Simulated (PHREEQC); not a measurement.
Dissolve 0.082 mol/kgw CaCl2, 0.029 mol/kgw Na2HPO4 and 4.1e-05 mol/kgw H4SiO4 at 85 °C. Closed to the air; pH follows from the charge balance.

Equilibrium calculation in PHREEQC: ion-association model, phreeqc.dat.

**Question.** The ionic strength comes out as 0.238 mol/kgw. What activity coefficients do Ca+2, Na+, Cl-, CaPO4-, HPO4-2 get?

**Answer.** Ca+2 0.26, Na+ 0.71, Cl- 0.67, CaPO4- 0.71, HPO4-2 0.24.

This is a speciation only: nothing precipitates in the calculation. The solution is supersaturated, for example in Hydroxyapatite, so a real one may precipitate; this is no full list. Constants without temperature data keep their 25 °C values here.
